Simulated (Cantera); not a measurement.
Feed: 1 mol CH4, 0.28 mol NH3, a varied amount of H2, 0.21 mol O2, held at 1700 °C and 0.000120 bar.

Method: chemical equilibrium by Gibbs-energy minimisation in Cantera with the NASA 1993 tables (ideal gas, pure condensed phases). Candidate condensed phases: C, C6H6, C7H8, C8H18, H2O; 136 gas species. The numbers say what is thermodynamically allowed, not how fast it happens.

x: gas mole fraction; n: condensed amount in mol.

```json
[
 {"n(H2) (mol)": "2.8", "x H2": "0.797", "x H": "0.110", "x CO": "0.0687", "x N2": "0.0220", "x HCN": "0.00175", "x C2H2 (acetylene)": "0.000511", "x HNC": "[?]", "n C(graphite)": "0.562"},
 {"n(H2) (mol)": "8.9", "x H2": "0.841", "x H": "0.113", "x CO": "0.0334", "x N2": "0.0105", "x HCN": "0.00124", "x C2H2 (acetylene)": "0.000539", "x HNC": "[?]", "n C(graphite)": "0.550"},
 {"n(H2) (mol)": "15", "x H2": "0.856", "x H": "0.114", "x CO": "0.0220", "x N2": "0.00681", "x HCN": "0.00101", "x C2H2 (acetylene)": "0.000548", "x HNC": "[?]", "n C(graphite)": "0.539"},
 {"n(H2) (mol)": "21", "x H2": "0.863", "x H": "0.114", "x CO": "0.0165", "x N2": "0.00504", "x HCN": "0.000873", "x C2H2 (acetylene)": "0.000553", "x HNC": "[?]", "n C(graphite)": "0.528"},
 {"n(H2) (mol)": "27", "x H2": "0.867", "x H": "0.115", "x CO": "0.0132", "x N2": "0.00399", "x HCN": "0.000779", "x C2H2 (acetylene)": "0.000555", "x HNC": "[?]", "n C(graphite)": "0.518"},
 {"n(H2) (mol)": "33", "x H2": "0.870", "x H": "0.115", "x CO": "0.0110", "x N2": "0.00329", "x HCN": "0.000708", "x C2H2 (acetylene)": "0.000557", "x HNC": "[?]", "n C(graphite)": "0.509"},
 {"n(H2) (mol)": "40", "x H2": "0.872", "x H": "0.115", "x CO": "0.00921", "x N2": "0.00273", "x HCN": "0.000646", "x C2H2 (acetylene)": "0.000558", "x HNC": "3.49e-5", "n C(graphite)": "0.498"},
 {"n(H2) (mol)": "46", "x H2": "0.873", "x H": "0.115", "x CO": "0.00808", "x N2": "0.00238", "x HCN": "0.000603", "x C2H2 (acetylene)": "0.000559", "x HNC": "3.26e-5", "n C(graphite)": "0.489"},
 {"n(H2) (mol)": "52", "x H2": "0.874", "x H": "0.115", "x CO": "0.00720", "x N2": "0.00210", "x HCN": "0.000567", "x C2H2 (acetylene)": "0.000560", "x HNC": "3.07e-5", "n C(graphite)": "0.479"},
 {"n(H2) (mol)": "58", "x H2": "0.875", "x H": "0.115", "x CO": "0.00649", "x N2": "0.00188", "x HCN": "0.000537", "x C2H2 (acetylene)": "0.000561", "x HNC": "2.90e-5", "n C(graphite)": "0.470"},
 {"n(H2) (mol)": "64", "x H2": "0.876", "x H": "0.115", "x CO": "0.00591", "x N2": "0.00170", "x HCN": "0.000511", "x C2H2 (acetylene)": "0.000561", "x HNC": "2.76e-5", "n C(graphite)": "0.462"}
]
```

Problem. What belongs in the gaps?

Solution. 
- 2.8, x HNC: 9.47e-5
- 8.9, x HNC: 6.72e-5
- 15, x HNC: 5.46e-5
- 21, x HNC: 4.72e-5
- 27, x HNC: 4.21e-5
- 33, x HNC: 3.83e-5
